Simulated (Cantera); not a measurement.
An adiabatic, constant-pressure homogeneous reactor starts with 15.6 % H₂, 17.8 % O₂, 66.6 % N₂, equivalence ratio 0.44, at 1800 K and 0.770 atm.

Cantera simulation using GRI-Mech 3.0 (53 species, 325 reactions); the numbers are that mechanism's predictions, not measurements.

One state of this run: T (K) = 2626; x H₂ = 0.00583; x O₂ = 0.0944; x H₂O = 0.148; x NO₂ = 5.36e-6; x N₂O = 7.50e-7; x NO = 0.0116. x: mole fraction; the columns are a selection and need not sum to one.

Task: Which value of t (s) does it belong to?
A) 3.00e-6
B) 0.00493
C) 3.54e-5
D) 1.03e-5

Result: B, 0.00493
